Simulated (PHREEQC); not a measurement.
A solution holds 0.034 mol (CH3)4NF per kg of water, at 25 °C. Closed to the air; pH follows from the charge balance.

Equilibrium calculation in PHREEQC: ion-association model, phreeqc.dat.

| quantity | before | after |
|---|---|---|
| pH | 7.80 | 10.74 |
| HF2- (mol/kgw) | 8.67e-8 | 1.01e-10 |

Task: What was changed between the two runs?
A) diluted 5-fold with water
B) 0.00066 mol/kgw LiOH added
C) (CH3)4NF from 0.034 to 0.068 mol/kgw
D) temperature from 25 to 15 °C
E) 0.00055 mol/kgw NH3 added

Result: B, 0.00066 mol/kgw LiOH added

No solid was allowed to form. (CH3)4N+ isn't in the database: it is added as a free cation with an ion size of 4 Å.
